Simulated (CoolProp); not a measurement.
Vapour-liquid equilibrium of fluoroethane (R161) (1) + R1234yf (2) at 40.75 °C; x and y are mole fractions of (1).

Computed with CoolProp (multi-fluid Helmholtz-energy mixture model, Wu 2012 and Lemmon 2022; pair parameters Bell 2016).

| x | bubble pressure (bar) | y at the bubble point | dew pressure at overall composition x (bar) | liquid density (mol/L) |
|---|---|---|---|---|
| 0.05 | 10.60 | 0.064 | 10.55 | 9.203 |
| 0.125 | 10.92 | 0.156 | 10.81 | 9.466 |
| 0.2 | 11.24 | 0.244 | 11.08 | 9.743 |
| 0.275 | 11.55 | 0.327 | 11.35 | 10.04 |
| 0.35 | 11.84 | 0.406 | 11.63 | 10.35 |
| 0.425 | 12.13 | 0.482 | 11.92 | 10.68 |
| 0.5 | 12.41 | 0.555 | 12.20 | 11.02 |
| 0.575 | 12.67 | 0.625 | 12.48 | 11.40 |
| 0.65 | 12.92 | 0.693 | 12.76 | 11.79 |
| 0.725 | 13.16 | 0.760 | 13.03 | 12.22 |
| 0.8 | 13.38 | 0.826 | 13.29 | 12.67 |
| 0.875 | 13.59 | 0.891 | 13.54 | 13.16 |
| 0.95 | 13.78 | 0.956 | 13.76 | 13.68 |

No azeotrope shows between x = 0.05 and 0.95.

Pair parameters are fitted to limited data, so mixtures are less certain than the pure fluids.
